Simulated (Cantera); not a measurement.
Input: 1 mol Na₂CO₃, 3.4 mol SO₂, 1.2 mol CO₂, held at 1.00 bar.

Cantera equilibrium calculation (NASA polynomials, part measured and part estimated; ideal gas, pure solids and liquids). Candidate condensed phases: C, Na, NaO₂, Na₂CO₃, Na₂O, Na₂O₂, Na₂S, Na₂SO₄, S; 27 gas species. Gases not in the tables: S₃ to S₇. Equilibrium is a limit: real reactors are often held back by kinetics, nucleation or transport.

x: gas mole fraction; n: condensed amount in mol.

```csv
T (°C),x CO₂,x SO₂,x S₂,x CO,x S₂O,x SO,x COS,n Na₂SO₄(s),n Na₂SO₄(l)
702,0.505,0.436,0.0536,0.000563,0.00433,1.44e-5,0.000739,1.00,0
752,0.504,0.436,0.0535,0.00104,0.00423,2.99e-5,0.000789,1.00,0
802,0.504,0.436,0.0533,0.00180,0.00414,5.81e-5,0.000837,1.00,0
852,0.502,0.437,0.0530,0.00296,0.00404,0.000106,0.000881,1.00,0
902,0.500,0.438,0.0526,0.00466,0.00395,0.000184,0.000919,0,1.00
952,0.497,0.438,0.0520,0.00705,0.00386,0.000306,0.000951,0,1.000
1002,0.494,0.440,0.0511,0.0103,0.00376,0.000487,0.000975,0,1.000
1052,0.489,0.441,0.0500,0.0144,0.00366,0.000747,0.000990,0,1.000
1102,0.483,0.443,0.0486,0.0197,0.00354,0.00111,0.000994,0,1.000
1152,0.476,0.445,0.0469,?,0.00342,?,0.000986,0,1.000
1202,0.467,0.448,0.0448,?,0.00328,?,0.000967,0,1.000
1252,0.457,0.451,0.0424,0.0422,0.00312,0.00307,0.000935,0,0.999
1302,0.446,0.454,0.0396,0.0517,0.00294,0.00410,0.000890,0,0.998
```

Problem. Fill in the missing entries.

Solution. 
- 1202, x CO: 0.0336
- 1202, x SO: 0.00224
- 1152, x CO: 0.0261
- 1152, x SO: 0.00160
